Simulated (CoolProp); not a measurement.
Properties of CH3F (R41) along the isobar 4810 kPa.

Values from CoolProp's reference Helmholtz-energy equation of state, Lemmon 2006. It is a short technical equation, of lower accuracy than the large ones.

```
T (°C)    phase       Z  cp (kJ/(kg K))  speed of sound (m/s)  isothermal compressibility (1/MPa)  expansivity (1/kK)
-------  ------  ------  --------------  --------------------  ----------------------------------  ------------------
-131.85  liquid  0.1409           2.085                  1389                           0.0007529               1.828
-112.95  liquid  0.1288           2.055                  1294                           0.0009346               1.944
-94.05   liquid  0.1197           2.045                  1196                            0.001182               2.101
-75.25   liquid  0.1129           2.056                  1097                            0.001527               2.312
-56.35   liquid  0.1079           2.091                 993.6                            0.002039               2.603
-37.55   liquid  0.1047           2.159                 886.5                            0.002840               3.019
-18.65   liquid  0.1032           2.276                 772.5                            0.004237               3.664
0.15     liquid  0.1039           2.487                 649.0                            0.007082               4.803
19.05    liquid  0.1087           2.982                 503.6                             0.01548               7.592
37.95       gas  0.5129           5.135                 221.2                              0.6078               30.01
56.75       gas  0.6627           2.465                 257.8                              0.3435               10.90
75.65       gas  0.7401           1.970                 279.7                              0.2904               7.272
94.45       gas  0.7916           1.770                 296.3                              0.2659               5.638
113.35      gas  0.8294           1.674                 310.2                              0.2515               4.678
132.15      gas  0.8582           1.627                 322.3                              0.2420               4.044
```
